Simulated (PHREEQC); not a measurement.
0.014 g of hydrous ferric oxide (600 m²/g; 0.2 weak and 0.005 strong sites per Fe, Dzombak-Morel constants, diffuse double layer) in 1 kg of water with 0.005 mol/kgw of an inert sodium salt and 3.6e-06 mol BaCl2, at 25 °C; the pH is set by adding NaOH or the inert anion's acid. O2 is buffered at 0.21 atm. The system is closed to CO2. Nothing may precipitate in this run.

Model: ion-association model, wateq4f.dat, run in PHREEQC.

```
pH    Ba sorbed (%)  surface charge σ (C/m²)  surface potential ψ (mV)
----  -------------  -----------------------  ------------------------
4               0.0                    0.182                       194
5               0.0               (withheld)                       158
5.5             0.0                    0.060                       137
6.5             0.0                    0.023                        89
7        (withheld)                    0.013                (withheld)
8               5.2               (withheld)                (withheld)
9        (withheld)                   -0.008                (withheld)
9.5            25.8                   -0.016                       -71
10.5           78.6                   -0.040                      -116
11             95.4                   -0.064                      -136
12             99.6                   -0.174                      -162
```

What belongs in the gaps?


- 5, surface charge σ (C/m²): 0.090
- 7, Ba sorbed (%): 0.1
- 7, surface potential ψ (mV): 62
- 8, surface charge σ (C/m²): 0.001
- 8, surface potential ψ (mV): 7
- 9, Ba sorbed (%): 21.0
- 9, surface potential ψ (mV): -45
